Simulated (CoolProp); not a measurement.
A single-stage vapour-compression cycle with CH3F (R41): evaporating at 200.15 K (dew point), condensing at 251.15 K (bubble point), superheat 8 K, subcooling 5 K, compressor efficiency 0.7, no pressure losses. Each further row changes one setting.

Computed with CoolProp (reference Helmholtz-energy equation of state, Lemmon 2006). It is a short technical equation, of lower accuracy than the large ones.

```
case                              cooling COP  pressure ratio  discharge temperature (K)  refrigerating effect (kJ/kg)  volumetric capacity (kJ/m³)
--------------------------------  -----------  --------------  -------------------------  ----------------------------  ---------------------------
as stated                                2.13            7.92                      377.8                           390                         1080
evaporating temperature 205.15 K         2.48            6.15                      361.4                           394                            ?
condensing temperature 246.15 K             ?               ?                          ?                           402                         1110
subcooling 10 K                             ?            7.92                      377.8                           402                         1110
superheat 18 K                           2.07            7.92                      394.1                           402                         1050
compressor efficiency 0.6                1.82            7.92                          ?                           390                         1080
```

Question: Complete the blanks.

Answer: 
- evaporating temperature 205.15 K, volumetric capacity (kJ/m³): 1380
- condensing temperature 246.15 K, cooling COP: 2.42
- condensing temperature 246.15 K, pressure ratio: 6.73
- condensing temperature 246.15 K, discharge temperature (K): 362.8
- subcooling 10 K, cooling COP: 2.19
- compressor efficiency 0.6, discharge temperature (K): 400.6
